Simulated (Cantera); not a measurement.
## Equilibrium for silicon oxide and oxynitride deposition: Si2H6 + O3 + H2

Input: 1 mol Si2H6, 6.7 mol O3, 58 mol H2, at 11.3 Torr.

Equilibrium computed with Cantera from the NASA thermochemical tables; the gas is ideal and each condensed phase is pure. Candidate condensed phases: H2O, Si, SiO2; 18 gas species. The feed counts by its element totals alone. The tables hold silica as quartz up to 1696 K and as liquid above; real silica turns to tridymite and cristobalite and melts near 1996 K. Kinetics and transport are ignored.

```csv
T (K),x H2,x H2O,x H,x SiO,x OH,x SiO2,x O,x O2,n SiO2(α-quartz),n SiO2(β-quartz),n SiO2(condensed)
825,0.736,0.264,5.56e-11,<1e-12,<1e-12,<1e-12,<1e-12,<1e-12,2.00,0,0
925,0.736,0.264,1.82e-9,<1e-12,<1e-12,<1e-12,<1e-12,<1e-12,0,2.00,0
1025,0.736,0.264,3.05e-8,<1e-12,2.92e-11,<1e-12,<1e-12,<1e-12,0,2.00,0
1125,0.736,0.264,3.11e-7,<1e-12,5.81e-10,<1e-12,<1e-12,<1e-12,0,2.00,0
1225,0.736,0.264,2.18e-6,1.77e-11,7.12e-9,<1e-12,<1e-12,<1e-12,0,2.00,0
1325,0.736,0.264,1.15e-5,1.01e-9,5.99e-8,<1e-12,<1e-12,<1e-12,0,2.00,0
1425,0.736,0.264,4.78e-5,3.24e-8,3.75e-7,1.17e-11,2.18e-11,3.72e-12,0,2.00,0
1525,0.736,0.264,0.000166,6.49e-7,1.84e-6,3.10e-10,3.56e-10,5.92e-11,0,2.00,0
1625,0.736,0.264,0.000494,8.89e-6,7.46e-6,5.44e-9,4.13e-9,6.74e-10,0,2.00,0
1725,0.735,0.264,0.00130,8.82e-5,2.57e-5,6.74e-8,3.61e-8,5.80e-9,0,0,1.99
```
x: gas mole fraction; n: condensed amount in mol.

At 825 K the condensed part is SiO2(α-quartz). From 925 K to 1625 K the condensed part is SiO2(β-quartz). At 1725 K the condensed part is SiO2(condensed).
